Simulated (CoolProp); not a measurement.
Vapour-liquid equilibrium of toluene (1) + n-nonane (2) at 0.0472 MPa; x and y are mole fractions of (1).

The numbers come from the multi-fluid Helmholtz-energy mixture model, Lemmon 2006 and Lemmon 2006; pair parameters Bell 2016 in CoolProp.

```csv
x,"bubble temperature, mixture model (K)","bubble temperature, Raoult's law (K)","y, mixture model","y, Raoult's law"
0.05,…,394.0,0.168,0.142
0.15,385.5,388.1,0.409,0.364
0.25,…,383.1,0.567,0.526
0.35,…,378.6,0.674,0.648
0.45,371.4,374.7,0.751,0.741
0.55,…,371.1,0.810,0.813
0.65,365.9,368.0,0.858,0.871
0.75,363.7,365.1,0.900,0.917
0.85,361.7,362.4,…,0.955
0.95,…,360.0,0.980,0.986
```

Question: Fill in the missing entries.

Answer: 
- 0.05, bubble temperature, mixture model (K): 392.9
- 0.25, bubble temperature, mixture model (K): 379.7
- 0.35, bubble temperature, mixture model (K): 375.1
- 0.55, bubble temperature, mixture model (K): 368.4
- 0.85, y, mixture model: 0.940
- 0.95, bubble temperature, mixture model (K): 359.8

The largest gap from Raoult's law is -3.5 K in bubble temperature, at x = 0.35. No azeotrope shows between x = 0.05 and 0.95.

Pair parameters are fitted to limited data, so mixtures are less certain than the pure fluids.
